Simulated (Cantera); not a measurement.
## Hydrocarbon pyrolysis for carbon deposition

An isothermal, constant-pressure homogeneous reactor starts with CH4 : H2 = 4 : 1.4 (molar parts), at 1848 K and 920 Pa.

Model: GRI-Mech 3.0 (53 species, 325 reactions), integrated in Cantera. GRI-Mech 3.0 stops at C3 and has no aromatics, soot or wall deposition, so with more carbon than oxygen in the feed, carbon stays in small species such as C2H2 where larger ones or solid carbon would form. Radical loss at walls, strong at low pressure, is not modelled.

| t (s) | x CH4 | x H2 | x C2H6 | x H | x C2H4 | x CH2 |
|---|---|---|---|---|---|---|
| 0.000600 | 0.738 | 0.260 | 2.36e-6 | 3.62e-5 | 2.39e-5 | 2.06e-7 |
| 0.00136 | 0.734 | 0.261 | 1.81e-5 | 7.93e-5 | 0.000290 | 9.81e-7 |
| 0.00310 | 0.718 | 0.269 | 0.000108 | 0.000195 | 0.00318 | 4.14e-6 |
| 0.00704 | 0.610 | 0.336 | 0.000433 | 0.000597 | 0.0231 | 1.35e-5 |
| 0.0160 | 0.309 | 0.553 | 0.000275 | 0.00139 | 0.0199 | 1.49e-5 |
| 0.0363 | 0.140 | 0.681 | 6.55e-5 | 0.00177 | 0.00369 | 9.59e-6 |
| 0.0826 | 0.0600 | 0.740 | 1.42e-5 | 0.00214 | 0.000742 | 6.58e-6 |
| 0.188 | 0.0220 | 0.768 | 2.46e-6 | 0.00268 | 0.000148 | 4.51e-6 |
| 0.426 | 0.00640 | 0.779 | 2.90e-7 | 0.00362 | 4.21e-5 | 2.78e-6 |
| 0.968 | 0.00162 | 0.782 | 2.39e-8 | 0.00461 | 2.74e-5 | 1.25e-6 |
| 2.20 | 0.000503 | 0.782 | 2.50e-9 | 0.00489 | 2.58e-5 | 4.53e-7 |
| 5.00 | 0.000211 | 0.783 | 4.81e-10 | 0.00492 | 2.57e-5 | 1.94e-7 |
x: mole fraction; the columns are a selection and need not sum to one.

Equilibrium at this temperature and pressure: CH4 0.000120, H2 0.783, C2H6 1.87e-10, H 0.00493, C2H4 2.57e-5, CH2 1.11e-7 (gas phase only).
